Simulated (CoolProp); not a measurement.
Water at several states: Z from the reference equation and from simpler models built on Tc = 373.9 °C, pc = 220.6 bar, ω = 0.344; each cubic takes its own stable root.

Model: reference Helmholtz-energy equation of state, Wagner 2002, in CoolProp.

```csv
T (°C),p (bar),phase,reference
567.25,497,supercritical,0.7080
69.35,0.224,gas,0.9949
421.75,27,gas,0.9682
321.55,0.231,gas,0.9995
```

### Question
How far does each simpler model (van der Waals, Redlich-Kwong, Peng-Robinson) lie from the reference over these 4 states: mean and median of the absolute difference, and the worst?

### Answer
- van der Waals: mean 2.8 %, median 0.2 %, worst -10.9 % at 567.25 °C and 497 bar
- Redlich-Kwong: mean 1.1 %, median 0.3 %, worst -3.9 % at 567.25 °C and 497 bar
- Peng-Robinson: mean 1.5 %, median 0.4 %, worst +5.4 % at 567.25 °C and 497 bar
